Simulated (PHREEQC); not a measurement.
Solution (20 °C): 0.0045 mol/kgw HF, 0.035 mol/kgw NH4F and 0.0013 mol/kgw H2SiF6. It is in equilibrium with CO2 at log p = 0 (atm). Otherwise closed; pH follows from the charge balance.

All values are PHREEQC results (ion-association model, wateq4f.dat), not measurements.

| quantity | before | after |
|---|---|---|
| pH | 3.77 | 4.17 |
| ionic strength (mol/kgw) | 0.0365 | 0.0364 |
| F- (mol/kgw) | 0.0318 | 0.0319 |
| HF (mol/kgw) | 0.00607 | 0.00247 |
| HF2- (mol/kgw) | 0.000716 | 0.000293 |
| H2F2 (mol/kgw) | 0.000116 | 1.92e-5 |

**Question.** Name the change that produced these shifts.
A) 0.0018 mol/kgw NH3 added
B) H2SiF6 left out
C) NH4F from 0.035 to 0.007 mol/kgw
D) H2SiF6 from 0.0013 to 0.00117 mol/kgw
E) HF left out

**Answer.** E, HF left out

Precipitation was switched off in this run. Carbamate, which ammonia and carbonate form, is missing from the database. SiF6-2 is the database's only silicon fluoride.
